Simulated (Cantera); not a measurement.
A perfectly stirred reactor is fed with CH₄ : CO : O₂ : N₂ = 1 : 0.06 : 1.45 : 5.45 (molar parts), equivalence ratio 1.4, at 1.80 bar; it is adiabatic with a 375 K inlet, and is followed from long to short residence time, starting on the burning branch (τ in s: 0.038, 0.013, 0.0047, 0.0017, 0.00059, 0.00021, 7.4e-05, 2.6e-05, 9.3e-06).

Model: GRI-Mech 3.0 (53 species, 325 reactions), integrated in Cantera.

Task: Predict: blow-out, bracketed by the residence times tried; x(CH₄) at τ = 38.0 ms; x(CO) at τ = 38.0 ms; x(O₂) at τ = 38.0 ms; x(H) at τ = 38.0 ms; x(CH₂O) at τ = 38.0 ms; x(CH₄) at τ = 0.590 ms; x(CO) at τ = 0.590 ms; x(O₂) at τ = 0.590 ms; x(H) at τ = 0.590 ms; x(CH₂O) at τ = 0.590 ms.

Result: 
| Item | Value |
|---|---|
| blow-out, bracketed by the residence times tried | burning at 0.590 ms, out at 0.210 ms |
| x(CH₄) at τ = 38.0 ms | 0.000557 |
| x(CO) at τ = 38.0 ms | 0.0757 |
| x(O₂) at τ = 38.0 ms | 0.000254 |
| x(H) at τ = 38.0 ms | 0.000677 |
| x(CH₂O) at τ = 38.0 ms | 5.22e-6 |
| x(CH₄) at τ = 0.590 ms | 0.00335 |
| x(CO) at τ = 0.590 ms | 0.0748 |
| x(O₂) at τ = 0.590 ms | 0.00687 |
| x(H) at τ = 0.590 ms | 0.00148 |
| x(CH₂O) at τ = 0.590 ms | 9.49e-5 |
